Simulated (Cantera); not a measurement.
Charge: 1 mol Si3N4, a varied amount of CO2, 2.7 mol H2, at 1448.15 K and 100000 Pa.

Method: chemical equilibrium by Gibbs-energy minimisation in Cantera with the NASA 1993 tables (ideal gas, pure condensed phases). Candidate condensed phases: C, C6H6, C7H8, C8H18, H2O, Si, SiC, SiO2, Si2N2O, Si3N4; 151 gas species. Mutual solubility and eutectic melting of coexisting phases are not modelled. Rates play no part.

Which condensed phases are stable at each of these points (n(CO2) (mol)): 0.023, 0.033, 0.046, 0.064, 0.089, 0.13, 0.18, 0.25, 0.34?


```
n(CO2) (mol)                             condensed phases  Si condensed (%)
------------  -------------------------------------------  ----------------
0.023                       SiC(s) + Si2N2O(s) + Si3N4(s)             100.0
0.033                       SiC(s) + Si2N2O(s) + Si3N4(s)             100.0
0.046                       SiC(s) + Si2N2O(s) + Si3N4(s)             100.0
0.064                       SiC(s) + Si2N2O(s) + Si3N4(s)             100.0
0.089         C(graphite) + SiC(s) + Si2N2O(s) + Si3N4(s)             100.0
0.13          C(graphite) + SiC(s) + Si2N2O(s) + Si3N4(s)             100.0
0.18                   C(graphite) + Si2N2O(s) + Si3N4(s)             100.0
0.25                   C(graphite) + Si2N2O(s) + Si3N4(s)             100.0
0.34                   C(graphite) + Si2N2O(s) + Si3N4(s)             100.0
```

From 0.023 mol CO2 to 0.064 mol CO2 the condensed part is SiC(s) + Si2N2O(s) + Si3N4(s). From 0.089 mol CO2 to 0.13 mol CO2 the condensed part is C(graphite) + SiC(s) + Si2N2O(s) + Si3N4(s). From 0.18 mol CO2 to 0.34 mol CO2 the condensed part is C(graphite) + Si2N2O(s) + Si3N4(s).
